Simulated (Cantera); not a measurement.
Input (Python, Cantera) and output of one run.

```python
import numpy as np
import cantera as ct

gas_names = """
    H HNO HNO2 HNO3 HO2 H2 H2O H2O2 N NH NH2 NH3 NH2OH NO NO2 NO3 N2 N2H2 N2H4 N2O O OH O2 O3 Pb PbO Pb2
""".split()
cond_names = """
    H2O(s) H2O(L) Pb(cr) Pb(L) PbO(rd) PbO(yw) PbO(L) PbO2(s) Pb3O4(s)
""".split()


# ... load() reads the species with a 1 bar reference pressure and builds the phases ...
atoms = {
    'PbO': {'Pb': 1, 'O': 1},
    'H2': {'H': 2},
    'N2': {'N': 2},
}
top_T = {'Pb3O4(s)': 820}  # K; cautious upper limits of use, not melting points


# ... equilibrate(T, P, feed) seeds the gas with the atoms and calls Mixture.equilibrate('TP', solver="vcs", rtol=1e-11, max_steps=5000) ...
results = []
feed = {'PbO': 1, 'H2': 2.9, 'N2': 0.6}  # mol
P = 1000  # Pa
for T in [1248, 1273, 1298, 1323, 1348, 1373, 1398, 1423, 1448]:
    mix = equilibrate(T, P, feed)
    results.append((T, P, feed, dict(zip(mix.species_names, mix.species_moles))))

top = {s: max(r[3][s] / sum(r[3][g] for g in gas_names) for r in results) for s in gas_names}
cols = sorted((s for s in top if top[s] > 1e-05), key=lambda s: -top[s])[:5]
seen = [c for c in cond_names if any(r[3].get(c, 0) > 1e-12 for r in results)]
print("log10 of partial pressures in bar; condensed amounts in mol")
print(f"{'T/K':>10s}" + "".join(f"{s[:9]:>10s}" for s in cols + seen))
for T, P, feed, n in results:
    ng = sum(n[g] for g in gas_names)
    print(f"{T:10.4g}" + "".join(f"{np.log10(max(n[s] / ng * P / 1e5, 1e-99)):10.3f}" for s in cols)
          + "".join(f"{n.get(c, 0):10.4g}" for c in seen))
```

It prints:

```
log10 of partial pressures in bar; condensed amounts in mol
       T/K        H2       H2O        Pb        N2         H     Pb(L)
      1248    -2.326    -2.605    -2.886    -2.826    -7.494    0.4769
      1273    -2.353    -2.632    -2.736    -2.854    -7.324    0.2128
      1298    -2.374    -2.653    -2.653    -2.875    -7.157         0
      1323    -2.374    -2.653    -2.653    -2.875    -6.987         0
      1348    -2.374    -2.653    -2.653    -2.875    -6.823         0
      1373    -2.374    -2.653    -2.653    -2.875    -6.665         0
      1398    -2.374    -2.653    -2.653    -2.875    -6.512         0
      1423    -2.374    -2.653    -2.653    -2.875    -6.365         0
      1448    -2.374    -2.653    -2.653    -2.875    -6.223         0
```

Equilibrium computed with Cantera from the NASA thermochemical tables; the gas is ideal and each condensed phase is pure.
